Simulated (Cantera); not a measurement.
A perfectly stirred reactor is fed with CO : H2 : O2 : N2 = 1 : 1 : 0.667 : 3.87 (molar parts), at 10.0 bar; it is adiabatic with a 425 K inlet, and is followed from long to short residence time, starting on the burning branch (τ in s: 0.063, 0.026, 0.011, 0.0047, 0.002, 0.00084, 0.00035, 0.00015, 6.3e-05, 2.7e-05).

Cantera simulation using GRI-Mech 3.0 (53 species, 325 reactions); the numbers are that mechanism's predictions, not measurements. The hydrogen kinetics of GRI-Mech 3.0 are dated; newer H2 mechanisms differ, most at raised pressure.

One state of this run: T (K) = 1918; x CO = 0.0874; x H2 = 0.0295; x O2 = 0.00298; x HO2 = 1.05e-5; x O = 0.000616; x H2O2 = 7.17e-7. x: mole fraction; the columns are a selection and need not sum to one.

Task: Which value of τ (s) does it belong to?
A) 6.3e-5
B) 0.063
C) 0.00015
D) 0.00035

Result: A, 6.3e-5
